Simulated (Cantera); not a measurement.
Charge: 1 mol SiC, 0.24 mol N2O, 1.9 mol N2, equilibrated at 10.0 Torr.

Equilibrium computed with Cantera from the NASA thermochemical tables; the gas is ideal and each condensed phase is pure. Candidate condensed phases: C, Si, SiC, SiO2, Si2N2O, Si3N4; 34 gas species. Mutual solubility and eutectic melting of coexisting phases are not modelled. Kinetics and transport are ignored.

x: gas mole fraction; n: condensed amount in mol.

| T (°C) | x N2 | x CO | x SiO | x Si | x SiN | x Si2N | n C(graphite) | n Si2N2O(s) | n Si3N4(s) | n SiC(s) |
|---|---|---|---|---|---|---|---|---|---|---|
| 1077 | 1.000 | 8.56e-5 | 5.70e-8 | 3.89e-11 | 1.18e-11 | <1e-12 | 1.000 | 0.240 | 0.173 | 0 |
| 1127 | 1.000 | 0.000343 | 4.29e-7 | 2.96e-10 | 6.93e-11 | <1e-12 | 0.478 | 0.239 | 0 | 0.521 |
| 1177 | 0.997 | 0.00253 | 3.99e-6 | 1.37e-9 | 2.54e-10 | 2.13e-12 | 0.466 | 0.235 | 0 | 0.530 |
| 1227 | 0.984 | 0.0164 | 3.22e-5 | 5.75e-9 | 8.46e-10 | 9.26e-12 | 0.383 | 0.208 | 0 | 0.585 |
| 1277 | 0.928 | 0.0720 | 0.000213 | 2.44e-8 | 2.83e-9 | 4.41e-11 | 0 | 0.0797 | 0 | 0.840 |
| 1327 | 0.927 | 0.0717 | [?] | [?] | 1.41e-8 | [?] | 0 | 0.0789 | 0 | 0.841 |
| 1377 | 0.927 | 0.0710 | 0.00250 | 7.95e-7 | 6.35e-8 | 4.43e-9 | 0 | 0.0763 | 0 | 0.842 |
| 1427 | 0.924 | 0.0688 | [?] | [?] | 2.63e-7 | [?] | 0 | [?] | 0 | 0.846 |
| 1477 | 0.916 | 0.0629 | 0.0213 | 1.80e-5 | 1.03e-6 | 2.79e-7 | 0 | 0.0476 | 0 | 0.856 |
| 1527 | 0.899 | 0.0505 | 0.0504 | 7.69e-5 | 3.73e-6 | 1.94e-6 | 0 | 0 | 0 | 0.880 |

**Question.** Fill in the missing entries.

**Answer.** 
- 1327, x SiO: 0.000760
- 1327, x Si: 1.47e-7
- 1327, x Si2N: 4.74e-10
- 1427, x SiO: 0.00759
- 1427, x Si: 3.92e-6
- 1427, x Si2N: 3.66e-8
- 1427, n Si2N2O(s): 0.0686
